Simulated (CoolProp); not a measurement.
Values from CoolProp's reference Helmholtz-energy equation of state, Schroeder 2014.

**Question.** Give the vapour pressure (MPa), liquid density (kg/m³), surface tension (mN/m), vapour viscosity (µPa s) of saturated ethanol at 128.75 °C.

**Answer.** 
```tsv
T (°C)	p (MPa)	liquid density (kg/m³)	surface tension (mN/m)	vapour viscosity (µPa s)
128.75	0.553	680	11.7	11.9
```

Viscosity comes from a separate model (Kiselev 2005). Surface tension comes from a separate correlation (Mulero 2012).
